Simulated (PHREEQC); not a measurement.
Consider water at 85 °C with 180 mmol/kgw FeSO4 and 30 mmol/kgw Fe2(SO4)3. Closed to the air; pH follows from the charge balance.

Computed with PHREEQC (ion-association model, phreeqc.dat).

No solid was allowed to form.

Task: What pH, ionic strength does the model give?

Result: pH 2.74; ionic strength 0.414 mol/kgw.

Task: In which forms is S present?

Result: FeSO4 40 %, SO4-2 34 %, FeSO4+ 9.3 %, Fe(SO4)2- 8.0 %, HSO4- 7.5 %, FeHSO4+ 1.4 % of the S.

Saturation is exceeded, for instance for Hematite (slow to form), Goethite (slow to form); the values hold only as long as no solid forms. At this temperature some constants are extrapolated from 25 °C, and those without enthalpy data are left unchanged.
